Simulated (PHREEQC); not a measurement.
## Brine: speciation

A solution holds 3.1 mol/kgw MgCl2 and 0.27 mol/kgw K2SO4, at 25 °C. Closed to the air; pH follows from the charge balance.

Equilibrium calculation in PHREEQC: Pitzer model, pitzer.dat.

This is a speciation only: nothing precipitates in the calculation.

### Question
Estimate the activity of water.

### Answer
activity of water 0.698.

Complexes and solids missing from the database can't appear.
